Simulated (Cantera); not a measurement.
An adiabatic, constant-volume homogeneous reactor starts with CO : H2 : O2 : N2 = 1 : 0.065 : 1.24 : 4.66 (molar parts), at 1450 K and 3750 Torr.

Detailed kinetics in Cantera: GRI-Mech 3.0 (53 species, 325 reactions). The hydrogen kinetics of GRI-Mech 3.0 are dated; newer H2 mechanisms differ, most at raised pressure.

Predict: time of steepest temperature rise; temperature at 6.00 s; equilibrium temperature; x(CO) at 6.00 s; x(H2) at 6.00 s; x(O2) at 6.00 s; x(N2O) at 6.00 s; x(NO2) at 6.00 s; x(CO2) at 6.00 s.


| Quantity | Result |
|---|---|
| time of steepest temperature rise | 25.1 µs |
| temperature at 6.00 s | 2662 K |
| equilibrium temperature | 2662 K |
| x(CO) at 6.00 s | 0.0125 (gas-phase equilibrium 0.0125) |
| x(H2) at 6.00 s | 0.000109 (gas-phase equilibrium 0.000109) |
| x(O2) at 6.00 s | 0.103 (gas-phase equilibrium 0.103) |
| x(N2O) at 6.00 s | 3.09e-6 (gas-phase equilibrium 3.09e-6) |
| x(NO2) at 6.00 s | 3.10e-5 (gas-phase equilibrium 3.10e-5) |
| x(CO2) at 6.00 s | 0.142 (gas-phase equilibrium 0.142) |
